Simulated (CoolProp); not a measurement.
A simple Rankine cycle with R1224YDZ: condensing at 297.15 K, boiler at 1.34 MPa, turbine inlet 382 K, turbine efficiency 0.75, pump efficiency 0.7, no recuperator. Each further row changes one setting.

Computed with CoolProp (reference Helmholtz-energy equation of state, Akasaka 2023).

```json
[
 {"case": "as stated", "thermal efficiency (%)": "12.5", "net work (kJ/kg)": "27.2", "heat in (kJ/kg)": "217", "turbine exit temperature (K)": "…", "volume ratio over the turbine": "…"},
 {"case": "turbine inlet 402 K", "thermal efficiency (%)": "12.5", "net work (kJ/kg)": "30.0", "heat in (kJ/kg)": "240", "turbine exit temperature (K)": "…", "volume ratio over the turbine": "10.0"},
 {"case": "condensing temperature 289.15 K", "thermal efficiency (%)": "13.7", "net work (kJ/kg)": "…", "heat in (kJ/kg)": "226", "turbine exit temperature (K)": "321.6", "volume ratio over the turbine": "14.1"},
 {"case": "boiler pressure 0.938 MPa", "thermal efficiency (%)": "…", "net work (kJ/kg)": "24.8", "heat in (kJ/kg)": "226", "turbine exit temperature (K)": "340.0", "volume ratio over the turbine": "…"},
 {"case": "turbine efficiency 0.65", "thermal efficiency (%)": "10.8", "net work (kJ/kg)": "…", "heat in (kJ/kg)": "217", "turbine exit temperature (K)": "…", "volume ratio over the turbine": "10.8"}
]
```

Q: Complete the blanks.

A: 
- as stated, turbine exit temperature (K): 327.0
- as stated, volume ratio over the turbine: 10.6
- turbine inlet 402 K, turbine exit temperature (K): 350.2
- condensing temperature 289.15 K, net work (kJ/kg): 30.9
- boiler pressure 0.938 MPa, thermal efficiency (%): 11.0
- boiler pressure 0.938 MPa, volume ratio over the turbine: 6.82
- turbine efficiency 0.65, net work (kJ/kg): 23.4
- turbine efficiency 0.65, turbine exit temperature (K): 331.5
